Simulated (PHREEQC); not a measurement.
Solution (10 °C): 0.0014 mol/kgw CuSO4, 0.0085 mol/kgw HCl and 0.117 mol/kgw NaCl. Closed to the air; pH follows from the charge balance.

The numbers come from PHREEQC with the ion-association model, phreeqc.dat.

No solid was allowed to form.

Q: Estimate the pH, specific conductance.

A: pH 2.17; specific conductance 10400 µS/cm.

Q: In which forms is Cu present?

A: Cu+2 92 %, CuCl+ 5.4 %, CuSO4 2.1 % of the Cu.

Complexes and solids missing from the database can't appear. Constants without temperature data keep their 25 °C values here.
